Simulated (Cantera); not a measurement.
# Thermodynamics of chlorosilane synthesis and conversion, feed Si + Cl₂ + H₂

Feed: 1 mol Si, 0.67 mol Cl₂, 13 mol H₂, at 750 Torr.

Method: chemical equilibrium by Gibbs-energy minimisation in Cantera with the NASA 1993 tables (ideal gas, pure condensed phases). Candidate condensed phases: Si; 19 gas species. The tables' values for SiCl₃ are old estimates; treat these amounts as uncertain. The numbers say what is thermodynamically allowed, not how fast it happens.

From 1098 K to 1423 K the condensed part is Si(s). The main Si-bearing gas is SiCl₄ at 1098 K and SiCl₂ at 1423 K. The share of Si in condensed phases is highest at 1423 K (76.3 %) and lowest at 1098 K (66.3 %).

```json
[
 {"T (K)": "1098", "x H₂": "0.960", "x HCl": "0.0148", "x SiCl₄": "0.0117", "x SiHCl₃": "0.0111", "x SiCl₂": "0.000461", "x SiCl₃": "0.000621", "n Si(s)": "0.663"},
 {"T (K)": "1123", "x H₂": "0.958", "x HCl": "0.0173", "x SiCl₄": "0.0112", "x SiHCl₃": "0.0107", "x SiCl₂": "0.000660", "x SiCl₃": "0.000772", "n Si(s)": "0.672"},
 {"T (K)": "1148", "x H₂": "0.956", "x HCl": "0.0201", "x SiCl₄": "0.0106", "x SiHCl₃": "0.0102", "x SiCl₂": "0.000926", "x SiCl₃": "0.000944", "n Si(s)": "0.680"},
 {"T (K)": "1173", "x H₂": "0.954", "x HCl": "0.0231", "x SiCl₄": "0.00997", "x SiHCl₃": "0.00960", "x SiCl₂": "0.00127", "x SiCl₃": "0.00113", "n Si(s)": "0.689"},
 {"T (K)": "1198", "x H₂": "0.951", "x HCl": "0.0263", "x SiCl₄": "0.00924", "x SiHCl₃": "0.00900", "x SiCl₂": "0.00171", "x SiCl₃": "0.00134", "n Si(s)": "0.699"},
 {"T (K)": "1223", "x H₂": "0.949", "x HCl": "0.0296", "x SiCl₄": "0.00845", "x SiHCl₃": "0.00836", "x SiCl₂": "0.00225", "x SiCl₃": "0.00154", "n Si(s)": "0.708"},
 {"T (K)": "1248", "x H₂": "0.946", "x HCl": "0.0331", "x SiCl₄": "0.00761", "x SiHCl₃": "0.00767", "x SiCl₂": "0.00290", "x SiCl₃": "0.00175", "n Si(s)": "0.717"},
 {"T (K)": "1273", "x H₂": "0.943", "x HCl": "0.0365", "x SiCl₄": "0.00675", "x SiHCl₃": "0.00696", "x SiCl₂": "0.00366", "x SiCl₃": "0.00194", "n Si(s)": "0.726"},
 {"T (K)": "1298", "x H₂": "0.940", "x HCl": "0.0400", "x SiCl₄": "0.00587", "x SiHCl₃": "0.00622", "x SiCl₂": "0.00453", "x SiCl₃": "0.00211", "n Si(s)": "0.735"},
 {"T (K)": "1323", "x H₂": "0.938", "x HCl": "0.0433", "x SiCl₄": "0.00500", "x SiHCl₃": "0.00549", "x SiCl₂": "0.00548", "x SiCl₃": "0.00224", "n Si(s)": "0.742"},
 {"T (K)": "1348", "x H₂": "0.935", "x HCl": "0.0465", "x SiCl₄": "0.00417", "x SiHCl₃": "0.00476", "x SiCl₂": "0.00650", "x SiCl₃": "0.00232", "n Si(s)": "0.749"},
 {"T (K)": "1373", "x H₂": "0.932", "x HCl": "0.0495", "x SiCl₄": "0.00341", "x SiHCl₃": "0.00407", "x SiCl₂": "0.00755", "x SiCl₃": "0.00236", "n Si(s)": "0.754"},
 {"T (K)": "1398", "x H₂": "0.930", "x HCl": "0.0521", "x SiCl₄": "0.00273", "x SiHCl₃": "0.00342", "x SiCl₂": "0.00859", "x SiCl₃": "0.00234", "n Si(s)": "0.759"},
 {"T (K)": "1423", "x H₂": "0.928", "x HCl": "0.0544", "x SiCl₄": "0.00214", "x SiHCl₃": "0.00284", "x SiCl₂": "0.00960", "x SiCl₃": "0.00228", "n Si(s)": "0.763"}
]
```
x: gas mole fraction; n: condensed amount in mol.
